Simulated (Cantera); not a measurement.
A perfectly stirred reactor is fed with H2 : O2 : N2 = 0.32 : 1 : 4.7 (molar parts), equivalence ratio 0.16, at 0.480 bar; it is held at 1375 K, and followed from long to short residence time.

Detailed kinetics in Cantera: GRI-Mech 3.0 (53 species, 325 reactions). The temperature is held fixed by assumption; the heat of reaction is taken as removed at once.

x: mole fraction; the columns are a selection and need not sum to one.

```tsv
τ (s)	x H2	x O2	x H2O2	x NO	x N2O	x HO2
7.9	6.58e-6	0.143	2.59e-8	1.97e-6	4.20e-7	2.80e-7
2.6	1.37e-5	0.143	4.61e-8	1.95e-6	5.88e-7	5.56e-7
0.84	2.88e-5	0.143	8.01e-8	?	6.87e-7	1.10e-6
0.28	5.88e-5	0.143	1.33e-7	?	6.81e-7	2.08e-6
0.090	0.000122	0.143	2.15e-7	?	5.99e-7	3.81e-6
0.029	0.000250	0.143	3.35e-7	7.09e-7	4.85e-7	6.49e-6
0.0096	0.000494	0.143	4.97e-7	7.65e-7	3.74e-7	1.00e-5
0.0031	0.000977	0.142	7.14e-7	?	2.74e-7	1.41e-5
0.0010	0.00190	0.142	9.70e-7	?	1.93e-7	1.80e-5
```

Q: Some entries are withheld; supply them.

A: 
- 0.84, x NO: 1.64e-6
- 0.28, x NO: 1.23e-6
- 0.090, x NO: 8.80e-7
- 0.0031, x NO: 1.11e-6
- 0.0010, x NO: 1.76e-6
